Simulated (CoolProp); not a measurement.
Propylene glycol along the isobar 5.36 bar: fugacity coefficient from the reference equation and from simpler models built on Tc = 400.8 °C, pc = 72.92 bar, ω = 0.327; each cubic takes its own stable root.

Values from CoolProp's reference Helmholtz-energy equation of state, Eisenbach 2021.

```csv
T (°C),phase,reference
-32.25,liquid,4.667e-8
13.25,liquid,1.115e-5
58.75,liquid,0.0004748
104.25,liquid,0.006975
149.75,liquid,0.05105
195.35,liquid,0.2321
240.85,liquid,0.7453
286.35,gas,0.9502
```

Task: How far does each simpler model (van der Waals, Soave-Redlich-Kwong) lie from the reference over these 8 states: mean and median of the absolute difference, and the worst?

Result: 
- van der Waals: mean 7264383.0 %, median 6094.8 %, worst +56995828.9 % at -32.25 °C and 5.36 bar
- Soave-Redlich-Kwong: mean 2313.2 %, median 375.0 %, worst +13480.5 % at -32.25 °C and 5.36 bar

At some of these states van der Waals, Soave-Redlich-Kwong gives the other phase, because its saturation line lies elsewhere.
